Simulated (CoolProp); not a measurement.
Vapour-liquid equilibrium of propylene (1) + cyclohexane (2) at 299.4 K; x and y are mole fractions of (1).

Computed with CoolProp (multi-fluid Helmholtz-energy mixture model, Lemmon 2013 and Zhou 2014; pair parameters Bell 2016).

```
x      bubble pressure (kPa)  y at the bubble point  dew pressure at overall composition x (kPa)  liquid density (mol/L)
-----  ---------------------  ---------------------  -------------------------------------------  ----------------------
0.05                     ___                  0.839                                        14.49                   9.329
0.125                  184.3                  0.929                                        15.74                   9.556
0.2                      ___                  0.955                                        17.21                   9.788
0.275                  368.4                    ___                                        18.98                   10.02
0.35                   454.0                    ___                                        21.16                   10.27
0.425                  536.6                  0.980                                        23.91                     ___
0.5                    617.0                    ___                                        27.48                   10.75
0.575                  696.1                  0.987                                          ___                   11.00
0.65                   774.9                  0.989                                        39.14                   11.23
0.725                  854.6                  0.992                                        49.67                   11.46
0.8                    936.8                  0.994                                        67.96                   11.66
0.875                   1024                  0.996                                        107.5                   11.84
0.95                    1119                  0.998                                        254.9                   11.95
```

**Question.** Fill in the missing entries.

**Answer.** 
- 0.05, bubble pressure (kPa): 84.17
- 0.2, bubble pressure (kPa): 278.7
- 0.275, y at the bubble point: 0.967
- 0.35, y at the bubble point: 0.975
- 0.425, liquid density (mol/L): 10.51
- 0.5, y at the bubble point: 0.984
- 0.575, dew pressure at overall composition x (kPa): 32.29

No azeotrope shows between x = 0.05 and 0.95.

Pair parameters are fitted to limited data, so mixtures are less certain than the pure fluids. The gap from Raoult's law changes sign with composition, which may be real or a fault of the pair parameters; it wasn't checked against measurements.
